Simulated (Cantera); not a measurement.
Charge: 1 mol SiCl4, 4.9 mol HCl, 0.6 mol H2, held at 0.133 bar.

Cantera equilibrium calculation (NASA polynomials, part measured and part estimated; ideal gas, pure solids and liquids). Candidate condensed phases: Si; 19 gas species. Kinetics and transport are ignored.

Task: At 850 K, list the 4 most abundant gas species with their mole fractions, and the condensed phases.

Result: HCl 0.754, SiCl4 0.154, H2 0.0923, SiHCl3 3.12e-5. Condensed: gas only.
